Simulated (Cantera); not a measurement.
What does this Cantera script print?

```python
import numpy as np
import cantera as ct

gas_names = """
    H H2 N NH NH2 NH3 N2 N2H2 N2H4 Si SiH SiH2 SiH3 SiH4 SiN Si2 Si2N Si3
""".split()
cond_names = """
    Si(cr) Si(L) Si3N4(a)
""".split()


# ... load() reads the species with a 1 bar reference pressure and builds the phases ...
atoms = {
    'trisilylamine': {'Si': 3, 'N': 1, 'H': 9},
    'N2': {'N': 2},
}
top_T = {'Si3N4(a)': 2400}  # K; cautious upper limits of use, not melting points


# ... equilibrate(T, P, feed) seeds the gas with the atoms and calls Mixture.equilibrate('TP', solver="vcs", rtol=1e-11, max_steps=5000) ...
results = []
feed = {'trisilylamine': 1, 'N2': 93}  # mol
T = 1398  # K
P = 5.7  # Pa
mix = equilibrate(T, P, feed)
results.append((T, P, feed, dict(zip(mix.species_names, mix.species_moles))))
print(gas.report(threshold=0.0001))
for i in range(1, mix.n_phases):
    print(f"{mix.phase(i).name:16s} {mix.phase_moles(i):12.5e} mol")
```

It prints:

```
       temperature   1398 K
          pressure   5.7 Pa
           density   1.3139e-05 kg/m^3
  mean mol. weight   26.794 kg/kmol
   phase of matter   gas

                          1 kg             1 kmol
                     ---------------   ---------------
          enthalpy        1.2983e+06        3.4786e+07  J
   internal energy        8.6446e+05        2.3162e+07  J
           entropy             11917         3.193e+05  J/K
    Gibbs function       -1.5362e+07        -4.116e+08  J
 heat capacity c_p            1280.2             34302  J/K
 heat capacity c_v            969.93             25988  J/K

                      mass frac. Y      mole frac. X     chem. pot. / RT
                     ---------------   ---------------   ---------------
                 H         5.101e-06        0.00013559           -15.617
                H2         0.0035216          0.046804           -31.234
                N2           0.99647           0.95306           -35.619
     [  +15 minor]        3.2408e-06        3.0488e-06

Si(cr)            0.00000e+00 mol
Si3N4(a)          9.99902e-01 mol
```

Equilibrium computed with Cantera from the NASA thermochemical tables; the gas is ideal and each condensed phase is pure. The feed counts by its element totals alone.
